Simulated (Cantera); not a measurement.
A perfectly stirred reactor is fed with CH4 : H2 : O2 : N2 = 1 : 0.031 : 1.26 : 4.74 (molar parts), at 9.87 atm; it is adiabatic with a 325 K inlet, and is followed from long to short residence time, starting on the burning branch (τ in s: 0.29, 0.13, 0.056, 0.025, 0.011, 0.0049, 0.0021, 0.00095, 0.00042, 0.00019, 8.2e-05, 3.6e-05, 1.6e-05).

Cantera simulation using GRI-Mech 3.0 (53 species, 325 reactions); the numbers are that mechanism's predictions, not measurements.

Task: What does this change do: CH4 1 to 0.79 parts?

Result: 
```tsv
quantity	before	after
blow-out, bracketed by the residence times tried	burning at 0.950 ms, out at 0.420 ms	burning at 0.190 ms, out at 82.0 µs
x(CH4) at τ = 0.290 s	0.00292	4.53e-5
x(H2) at τ = 0.290 s	0.0922	0.0382
x(O2) at τ = 0.290 s	6.06e-5	1.64e-5
x(NO) at τ = 0.290 s	1.16e-6	3.92e-5
x(N2O) at τ = 0.290 s	3.17e-10	4.58e-9
x(CH4) at τ = 2.10 ms	0.0141	0.00161
x(H2) at τ = 2.10 ms	0.0541	0.0340
x(O2) at τ = 2.10 ms	0.00458	0.00137
x(NO) at τ = 2.10 ms	6.58e-7	6.88e-5
x(N2O) at τ = 2.10 ms	1.52e-8	2.91e-8
```

Task: What does this change do: pressure from 9.87 atm to 0.365 atm?

Result: 
| quantity | before | after |
|---|---|---|
| blow-out, bracketed by the residence times tried | burning at 0.950 ms, out at 0.420 ms | burning at 2.10 ms, out at 0.950 ms |
| x(CH4) at τ = 0.290 s | 0.00292 | 0.00174 |
| x(H2) at τ = 0.290 s | 0.0922 | 0.0943 |
| x(O2) at τ = 0.290 s | 6.06e-5 | 0.000236 |
| x(NO) at τ = 0.290 s | 1.16e-6 | 4.14e-5 |
| x(N2O) at τ = 0.290 s | 3.17e-10 | 9.17e-9 |
| x(CH4) at τ = 2.10 ms | 0.0141 | 0.00974 |
| x(H2) at τ = 2.10 ms | 0.0541 | 0.0730 |
| x(O2) at τ = 2.10 ms | 0.00458 | 0.0141 |
| x(NO) at τ = 2.10 ms | 6.58e-7 | 4.08e-6 |
| x(N2O) at τ = 2.10 ms | 1.52e-8 | 4.11e-9 |
